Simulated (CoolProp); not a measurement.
Properties of nitrogen along the isobar 1.16 MPa (Tc = -147.0 °C, pc = 3.396 MPa, ω = 0.037).

Computed with CoolProp (reference Helmholtz-energy equation of state, Span 2000).

```json
[
 {"T (°C)": "-178.25", "phase": "liquid", "Z": "0.05705", "isothermal compressibility (1/MPa)": "0.006666", "viscosity (µPa s)": "89.6", "Prandtl number": "1.76"},
 {"T (°C)": "-168.95", "phase": "liquid", "Z": "0.05649", "isothermal compressibility (1/MPa)": "0.01217", "viscosity (µPa s)": "67.2", "Prandtl number": "1.78"},
 {"T (°C)": "-159.75", "phase": "gas", "Z": "0.8177", "isothermal compressibility (1/MPa)": "1.096", "viscosity (µPa s)": "8.47", "Prandtl number": "1.01"},
 {"T (°C)": "-150.45", "phase": "gas", "Z": "0.8630", "isothermal compressibility (1/MPa)": "1.017", "viscosity (µPa s)": "8.97", "Prandtl number": "0.918"},
 {"T (°C)": "-141.15", "phase": "gas", "Z": "0.8936", "isothermal compressibility (1/MPa)": "0.9733", "viscosity (µPa s)": "9.48", "Prandtl number": "0.870"},
 {"T (°C)": "-131.85", "phase": "gas", "Z": "0.9155", "isothermal compressibility (1/MPa)": "0.9460", "viscosity (µPa s)": "9.99", "Prandtl number": "0.838"},
 {"T (°C)": "-122.65", "phase": "gas", "Z": "0.9317", "isothermal compressibility (1/MPa)": "0.9274", "viscosity (µPa s)": "10.5", "Prandtl number": "0.817"},
 {"T (°C)": "-113.35", "phase": "gas", "Z": "0.9444", "isothermal compressibility (1/MPa)": "0.9139", "viscosity (µPa s)": "11.0", "Prandtl number": "0.800"},
 {"T (°C)": "-104.05", "phase": "gas", "Z": "0.9543", "isothermal compressibility (1/MPa)": "0.9037", "viscosity (µPa s)": "11.5", "Prandtl number": "0.788"},
 {"T (°C)": "-94.75", "phase": "gas", "Z": "0.9622", "isothermal compressibility (1/MPa)": "0.8959", "viscosity (µPa s)": "12.0", "Prandtl number": "0.778"},
 {"T (°C)": "-85.45", "phase": "gas", "Z": "0.9686", "isothermal compressibility (1/MPa)": "0.8898", "viscosity (µPa s)": "12.5", "Prandtl number": "0.770"},
 {"T (°C)": "-76.25", "phase": "gas", "Z": "0.9739", "isothermal compressibility (1/MPa)": "0.8849", "viscosity (µPa s)": "13.0", "Prandtl number": "0.763"}
]
```

Viscosity comes from a separate model (Lemmon 2004). Thermal conductivity comes from a separate model (Lemmon 2004).
